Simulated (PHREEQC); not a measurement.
Consider water at 25 °C with 0.0016 mol HCl and 0.3 mol ZnSO4 per kg of water. Closed to the air; pH follows from the charge balance.

Model: ion-association model, wateq4f.dat, run in PHREEQC.

```tsv
quantity	before	after
pH	3.36	5.44
ionic strength (mol/kgw)	0.543	0.542
Zn+2 (mol/kgw)	0.136	0.136
ZnSO4 (mol/kgw)	0.109	0.109
SO4-2 (mol/kgw)	0.0803	0.0805
Zn(SO4)2-2 (mol/kgw)	0.0547	0.0551
SI of Goslarite (ZnSO4:7H2O)	-1.34	-1.34
SI of Zincite(c) (ZnO)	-5.90	-1.75
```

Q: Name the change that produced these shifts.
(A) HCl from 0.0016 to 0.0032 mol/kgw
(B) HCl from 0.0016 to 0.0024 mol/kgw
(C) HCl left out
(D) ZnSO4 from 0.3 to 0.06 mol/kgw

A: C, HCl left out

Precipitation was switched off in this run.
